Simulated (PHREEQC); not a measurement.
Dissolve 0.023 mol/kgw HF, 8.9e-05 mol/kgw CsF and 7.3e-06 mol/kgw H4SiO4 at 13 °C. Closed to the air; pH follows from the charge balance.

Model: ion-association model, wateq4f.dat, run in PHREEQC.

This is a speciation only: nothing precipitates in the calculation.

Question: Order these F species by the share of F that they hold, largest first: HF2-, SiF6-2, F-, H2F2, HF.

Answer: HF (72 %), F- (17 %), H2F2 (9.4 %), HF2- (1.9 %), SiF6-2 (0.19 %)

The pH is 2.42 and the ionic strength 0.00411 mol/kgw. wateq4f.dat counts part of the HF as a dimer, H2F2, which phreeqc.dat doesn't know; its constant is uncertain. At this temperature some constants are extrapolated from 25 °C, and those without enthalpy data are left unchanged. SiF6-2 is the database's only silicon fluoride.
